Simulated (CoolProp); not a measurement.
Values from CoolProp's reference Helmholtz-energy equation of state, Tillner-Roth 1994.

Q: Give the vapour pressure (bar), vapour density (kg/m³), surface tension (mN/m) of saturated R134a at -41.95, -16.05 °C.

A: 
```tsv
T (°C)	p (bar)	vapour density (kg/m³)	surface tension (mN/m)
-41.95	0.462	2.51	17.6
-16.05	1.57	7.95	13.7
```

Surface tension comes from a separate correlation (Mulero 2012).
